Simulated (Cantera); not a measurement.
Cantera with NASA thermochemical tables; ideal gases at 1 bar, condensed phases pure. Values are per mole of reaction as written; species without (g) are pure solids or liquids, kept so even where they would boil at 1 bar. The tables' values for SiF₂ are old estimates.

2 O(g) + SiH₂(g) + SiF₂(g) = 2 HF(g) + 2 SiO(g), with ΔH° = -901.8 kJ and ΔS° = -15.6 J/K at 300 K.

How far is the shortcut ΔG° ≈ ΔH°(300 K) − T·ΔS°(300 K) from the full temperature-dependent value at 1975, 2125, 2275, 2425, 2575, 2725, 2875 K?


| T (K) | shortcut (kJ) | full (kJ) | difference (kJ) | difference in log10 K |
|---|---|---|---|---|
| 1975 | -871.0 | -838.3 | -32.8 | 0.87 |
| 2125 | -868.7 | -831.0 | -37.7 | 0.93 |
| 2275 | -866.4 | -823.6 | -42.7 | 0.98 |
| 2425 | -864.0 | -816.1 | -47.9 | 1.03 |
| 2575 | -861.7 | -808.5 | -53.2 | 1.08 |
| 2725 | -859.3 | -800.7 | -58.6 | 1.12 |
| 2875 | -857.0 | -792.9 | -64.1 | 1.17 |
The shortcut ignores the heat-capacity change of the reaction.
